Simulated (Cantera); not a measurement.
Charge: 1 mol Si3N4, 19 mol HF, 87 mol H2, 0.15 mol O2, held at 1173.15 K and 15.8 Torr.

Method: chemical equilibrium by Gibbs-energy minimisation in Cantera with the NASA 1993 tables (ideal gas, pure condensed phases). Candidate condensed phases: H2O, Si, SiO2, Si2N2O, Si3N4; 58 gas species. Rates play no part.

Base state: H2 0.883, HF 0.0667, SiF4 0.0286, N2 0.0190, H2O 0.00286 (mole fractions); condensed: gas only.

Task: What changes in the equilibrium state with this change: temperature from 1173.15 K to 1300 K?

Result: 
| species | before | after |
|---|---|---|
| H2 | 0.883 | 0.882 |
| HF | 0.0667 | 0.0686 |
| SiF4 | 0.0286 | 0.0280 |
| H2O | 0.00286 | 0.00193 |
| N2 | 0.0190 | 0.0190 |
| SiF3 | 3.31e-6 | 3.91e-5 |
| SiHF3 | 9.11e-6 | 3.36e-5 |
| SiO2(β-quartz), mol | 0 | 0.0487 |
The tables' values for SiF3 are old estimates; treat these amounts as uncertain. The tables hold silica as quartz up to 1696 K and as liquid above; real silica turns to tridymite and cristobalite and melts near 1996 K.
